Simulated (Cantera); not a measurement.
An isothermal, constant-pressure homogeneous reactor starts with H₂ : O₂ : N₂ = 0.34 : 1 : 4.5 (molar parts), at 975 K and 1200 Pa.

Cantera simulation using the H2/O2 subset of GRI-Mech 3.0, which has no nitrogen chemistry; the numbers are that mechanism's predictions, not measurements. Radical loss at walls, strong at low pressure, is not modelled. The temperature is held fixed by assumption; the heat of reaction is taken as removed at once.

x: mole fraction; the columns are a selection and need not sum to one.

```tsv
t (s)	x H₂	x O₂	x H₂O₂	x O	x H	x H₂O
0.000100	0.0582	0.171	<1e-12	<1e-12	4.17e-12	<1e-12
0.000242	0.0582	0.171	<1e-12	1.08e-12	1.00e-11	<1e-12
0.000585	0.0582	0.171	<1e-12	5.55e-12	2.60e-11	6.41e-12
0.00141	0.0582	0.171	<1e-12	3.07e-11	9.31e-11	6.38e-11
0.00342	0.0582	0.171	<1e-12	3.45e-10	9.01e-10	1.11e-9
0.00827	0.0582	0.171	1.55e-12	…	1.42e-7	2.00e-7
0.0200	0.0375	0.162	4.86e-8	…	0.0108	0.0148
0.0484	0.00217	0.145	3.44e-8	…	0.0140	0.0494
0.117	0.000766	0.146	4.97e-8	…	0.00259	0.0574
0.283	0.000120	0.146	5.65e-8	…	0.000137	0.0597
0.684	1.42e-5	0.146	3.74e-8	…	5.23e-6	0.0599
1.65	2.07e-6	0.146	1.75e-8	…	3.25e-7	0.0599
4.00	4.11e-7	0.146	7.60e-9	…	3.39e-8	0.0600
```

Question: Fill in the missing entries.

Answer: 
- 0.00827, x O: 5.54e-8
- 0.0200, x O: 0.00335
- 0.0484, x O: 0.00724
- 0.117, x O: 0.00238
- 0.283, x O: 0.000358
- 0.684, x O: 4.16e-5
- 1.65, x O: 6.52e-6
- 4.00, x O: 1.44e-6
